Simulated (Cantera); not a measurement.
Mixture: C₃H₈ : O₂ : N₂ = 1 : 4.55 : 28.6 (molar parts), at 3.00 bar, adiabatic and at constant volume. Ignition delay is the time to a rise of 400 K.

Detailed kinetics in Cantera: GRI-Mech 3.0 (53 species, 325 reactions). GRI-Mech 3.0 was tuned for natural gas; its chemistry of propane as a main component is partial and can be far from experiment.

What does this change do: pressure from 3.00 bar to 5.00 bar?


```csv
quantity,before,after
delay at 1150 K,13.3 ms,9.65 ms
delay at 1350 K,0.337 ms,0.259 ms
delay at 1550 K,31.2 µs,23.0 µs
delay at 1750 K,7.79 µs,5.39 µs
delay at 1950 K,3.44 µs,2.28 µs
apparent activation energy between 1850 and 2050 K,100 kJ/mol,110 kJ/mol
```
